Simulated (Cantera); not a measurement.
An isothermal, constant-pressure homogeneous reactor starts with CH4 : H2O : H2 = 2.7 : 0.84 : 0.21 (molar parts), at 1350 K and 5.00 bar.

Detailed kinetics in Cantera: GRI-Mech 3.0 (53 species, 325 reactions). GRI-Mech 3.0 stops at C3 and has no aromatics, soot or wall deposition, so with more carbon than oxygen in the feed, carbon stays in small species such as C2H2 where larger ones or solid carbon would form.

Problem. Predict: x(CH4) at 2.00 s; x(H2O) at 2.00 s; x(H2) at 2.00 s; x(CH2CO) at 2.00 s.

Solution. 
- x(CH4) at 2.00 s = 0.542 (gas-phase equilibrium 0.328)
- x(H2O) at 2.00 s = 0.205 (gas-phase equilibrium 5.08e-5)
- x(H2) at 2.00 s = 0.193 (gas-phase equilibrium 0.512)
- x(CH2CO) at 2.00 s = 3.29e-6 (gas-phase equilibrium 4.85e-7)
